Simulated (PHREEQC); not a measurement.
Synthetic water in mg/L, 25 °C, pH 6.5, pe 10.6:

```
constituent            mg/L
------------------  -------
Na                     2.26
K                      11.1
Ca                     6.87
Mg                     1.47
Cl                     1.12
S(6) as SO4              13
Alkalinity as HCO3       33
F                     0.023
B                   0.00672
Li                   0.0129
```

Valence states are taken as typed.

Model: ion-association model, phreeqc.dat, run in PHREEQC.

Precipitation was switched off in this run.

Task: Estimate the charge-balance error.

Result: charge-balance error 0.2 %.

Task: In which forms is Mg present?

Result: Mg+2 97 %, MgSO4 2.2 %, MgHCO3+ 0.5 % of the Mg.

Real BF4- forms and hydrolyses slowly; the run takes it at equilibrium.
